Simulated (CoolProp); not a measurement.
A closed Brayton cycle with carbon dioxide: compressor inlet 313.15 K and 8 MPa, high pressure 17.1 MPa, turbine inlet 755 K, compressor efficiency 0.85, turbine efficiency 0.93, recuperator effectiveness 0.9 (on enthalpy, no pinch check). Each further row changes one setting.

The numbers come from the reference Helmholtz-energy equation of state, Span 1996 in CoolProp.

```csv
case,thermal efficiency (%),net work (kJ/kg),compressor to turbine work,compressor exit (K),turbine exit (K)
as stated,31.0,64.8,0.32,367.9,665.8
turbine inlet 705 K,29.3,57.6,0.34,367.9,619.3
compressor inlet 323.15 K,30.3,57.8,0.39,386.4,665.8
high pressure 14.5 MPa,28.7,52.8,0.30,355.8,684.9
recuperator effectiveness 0.5,18.6,64.8,0.32,367.9,665.8
```
